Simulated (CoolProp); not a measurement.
n-octane along the isotherm 598.4 K: density (kg/m³) from the reference equation and from simpler models built on Tc = 568.7 K, pc = 2.484 MPa, ω = 0.398; each cubic takes its own stable root.

The numbers come from the reference Helmholtz-energy equation of state, Beckmüller 2019 in CoolProp.

```tsv
p (MPa)	phase	reference	van der Waals	Redlich-Kwong	Soave-Redlich-Kwong
1.66	gas	49.41	48.30	49.32	___
3.31	supercritical	184.6	201.6	197.9	165.7
4.97	supercritical	350.9	258.9	299.2	282.2
6.62	supercritical	390.5	281.9	___	324.8
8.28	supercritical	414.0	297.2	361.8	352.0
9.93	supercritical	430.8	308.6	___	372.2
11.6	supercritical	444.4	317.9	396.0	388.6
13.2	supercritical	455.2	325.4	408.4	401.7
14.9	supercritical	465.1	332.3	419.9	413.8
16.6	supercritical	473.8	338.3	429.9	424.3
18.2	supercritical	481.1	343.3	438.4	433.2
19.9	supercritical	488.2	348.1	446.5	441.6
21.5	supercritical	494.3	352.1	453.5	448.9
23.2	supercritical	500.3	356.1	460.3	456.0
24.8	supercritical	505.6	359.6	466.2	462.1
```

Q: Complete the blanks.

A: 
- 1.66, Soave-Redlich-Kwong: 48.55
- 6.62, Redlich-Kwong: 336.9
- 9.93, Redlich-Kwong: 380.6
